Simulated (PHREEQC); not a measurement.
Solution (61 °C): 0.0042 mol ZnCl2 per kg of water. Closed to the air; pH follows from the charge balance.

The numbers come from PHREEQC with the ion-association model, phreeqc.dat.

Problem. The ionic strength comes out as 0.0121 mol/kgw. What activity coefficients do H+, Zn+2, ZnOH+, Cl-, ZnCl+ get?

Solution. H+ 0.90, Zn+2 0.63, ZnOH+ 0.89, Cl- 0.89, ZnCl+ 0.89.

No solid was allowed to form. Species that the database lacks are ignored. Constants without temperature data keep their 25 °C values here.
